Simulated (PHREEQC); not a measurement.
Solution (20 °C): 0.086 mol/kgw H2SeO4, 0.049 mol/kgw HCl and 6.5e-05 mol/kgw FeCl3. Closed to the air; pH follows from the charge balance.

Model: ion-association model, wateq4f.dat, run in PHREEQC.

Precipitation was switched off in this run.

**Question.** Estimate the pH, ionic strength.

**Answer.** pH 0.89; ionic strength 0.190 mol/kgw.

**Question.** In which forms is Fe present?

**Answer.** Fe+3 69 %, FeCl+2 28 %, FeCl2+ 2.1 %, FeOH+2 1.1 % of the Fe.

Complexes and solids missing from the database can't appear.
